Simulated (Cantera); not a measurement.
Gas mixture: CH4 = 0.16 (molar parts), at 2780 Torr, frozen composition.

Cantera's kinetic-theory transport with the Lennard-Jones parameters of GRI-Mech 3.0, ideal gas; thermal conductivity in the multicomponent form. The composition is frozen, though it would react at the higher temperatures.

One state of this run: ρ (kg/m³) = 0.492; cp (J/kg/K) = 5554; μ (µPa s) = 35.3; λ (mW/m/K) = 269; Pr = 0.730; D (cm²/s) CO2 = 0.751; D (cm²/s) NH3 = 1.07; D (cm²/s) OH = 1.31. D: mixture-averaged diffusion coefficient of that species in the mixture.

### Question
Which value of T (K) does it belong to?
A. 850
B. 1300
C. 700
D. 1450

### Answer
D, 1450
